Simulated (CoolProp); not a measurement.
The numbers come from the reference Helmholtz-energy equation of state, Eisenbach 2021 in CoolProp.

Task: Give the vapour pressure (bar), vapour density (kg/m³), enthalpy of vaporisation (kJ/kg), liquid cp (kJ/(kg K)) of saturated propylene glycol at 350.1 K.

Result: 
```
T (K)  p (bar)  vapour density (kg/m³)  enthalpy of vaporisation (kJ/kg)  liquid cp (kJ/(kg K))
-----  -------  ----------------------  --------------------------------  ---------------------
350.1  0.00815                  0.0213                               812                   2.78
```
